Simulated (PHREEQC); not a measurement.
A solution holds 0.035 mol CdCl2, 0.00047 mol Na2SO4 and 0.1 mol MnSO4 per kg of water, at 25 °C. Closed to the air; pH follows from the charge balance.

The numbers come from PHREEQC with the ion-association model, wateq4f.dat.

```
quantity                           before    after
-------------------------------  --------  -------
pH                                   5.91     6.28
ionic strength (mol/kgw)            0.274   0.0359
Cl- (mol/kgw)                      0.0517  0.00630
SO4-2 (mol/kgw)                    0.0470  0.00665
Na+ (mol/kgw)                    0.000886  9.24e-5
NaSO4- (mol/kgw)                  5.43e-5  1.55e-6
SI of Halite (NaCl)                 -6.22    -7.97
SI of Mirabilite (Na2SO4:10H2O)     -7.20    -9.58
```

Question: Name the change that produced these shifts.
(A) MnSO4 replaced by NaHSO4 at the same molality
(B) CdCl2 replaced by FeCl2 at the same molality
(C) diluted 10-fold with water
(D) MnSO4 left out

Answer: C, diluted 10-fold with water

This is a speciation only: nothing precipitates in the calculation.
